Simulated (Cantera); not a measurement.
# HMDSO + O₃ + H₂ (silicon oxide and oxynitride deposition)

Input: 1 mol HMDSO, 0.39 mol O₃, 0.21 mol H₂, equilibrated at 26000 Pa.

These are equilibrium values from Cantera (NASA tables, ideal gas, pure condensed phases), not measurements of a reactor. Candidate condensed phases: C, C₆H₆, C₇H₈, C₈H₁₈, H₂O, Si, SiC, SiO₂; 123 gas species. The feed counts by its element totals alone. Mutual solubility and eutectic melting of coexisting phases are not modelled. The tables hold silica as quartz up to 1696 K and as liquid above; real silica turns to tridymite and cristobalite and melts near 1996 K. The numbers say what is thermodynamically allowed, not how fast it happens.

```csv
T (K),log p H₂,log p CH₄,log p CO,log p H,log p SiO,n C(graphite),n SiC(s),n SiO₂(α-quartz),n SiO₂(β-quartz)
798,-0.69,-1.24,-10.94,-11.92,<-12,3.43,0.915,1.08,0
898,-0.62,-1.73,-8.71,-10.27,<-12,4.47,0.915,0,1.08
998,-0.60,-2.20,-6.94,-8.97,-11.03,4.87,0.915,0,1.08
1098,-0.59,-2.62,-5.49,-7.90,-9.20,5.00,0.915,0,1.08
1198,-0.59,-2.97,-4.29,-7.01,-7.68,5.04,0.916,0,1.08
1298,-0.59,-3.27,-3.27,-6.26,-6.41,5.04,0.924,0,1.08
1398,-0.59,-3.54,-2.41,-5.62,-5.31,4.86,0.985,0,1.01
1498,-0.62,-3.83,-1.66,-5.08,-4.37,3.81,1.34,0,0.662
1598,-0.68,-4.14,-1.31,-4.61,-3.85,1.84,1.99,0,0
1698,-0.68,-4.31,-1.31,-4.18,-3.70,1.84,1.99,0,0
1798,-0.68,-4.47,-1.31,-3.79,-3.56,1.85,1.99,0,0
1898,-0.68,-4.60,-1.31,-3.45,-3.45,1.85,1.98,0,0
```
log p: log10 of the partial pressure in bar; n: condensed amount in mol.

At 798 K the condensed part is C(graphite) + SiC(s) + SiO₂(α-quartz). From 898 K to 1498 K the condensed part is C(graphite) + SiC(s) + SiO₂(β-quartz). From 1598 K to 1898 K the condensed part is C(graphite) + SiC(s).
